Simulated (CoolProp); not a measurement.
Vapour-liquid equilibrium of R152A (1) + R113 (2) at 579 kPa; x and y are mole fractions of (1).

The numbers come from the multi-fluid Helmholtz-energy mixture model, Outcalt 1996 and Marx 1992; pair parameters Bell 2016 in CoolProp.

| x | bubble temperature, mixture model (°C) | bubble temperature, Raoult's law (°C) | y, mixture model | y, Raoult's law |
|---|---|---|---|---|
| 0.05 | 95.6 | 99.2 | 0.317 | 0.298 |
| 0.125 | 76.1 | 84.2 | 0.595 | 0.553 |
| 0.2 | 62.6 | 73.0 | 0.735 | 0.697 |
| 0.275 | 53.5 | 64.2 | 0.810 | 0.787 |
| 0.35 | 47.1 | 57.1 | 0.854 | 0.846 |
| 0.425 | 42.4 | 51.1 | 0.883 | 0.887 |
| 0.5 | 38.9 | 45.9 | 0.903 | 0.917 |
| 0.575 | 36.1 | 41.5 | 0.919 | 0.939 |
| 0.65 | 33.7 | 37.6 | 0.932 | 0.957 |
| 0.725 | 31.6 | 34.1 | 0.945 | 0.970 |
| 0.8 | 29.5 | 31.0 | 0.958 | 0.981 |
| 0.875 | 27.5 | 28.2 | 0.972 | 0.989 |
| 0.95 | 25.4 | 25.6 | 0.988 | 0.996 |

The largest gap from Raoult's law is -10.7 K in bubble temperature, at x = 0.275. No azeotrope shows between x = 0.05 and 0.95.

Pair parameters are fitted to limited data, so mixtures are less certain than the pure fluids.
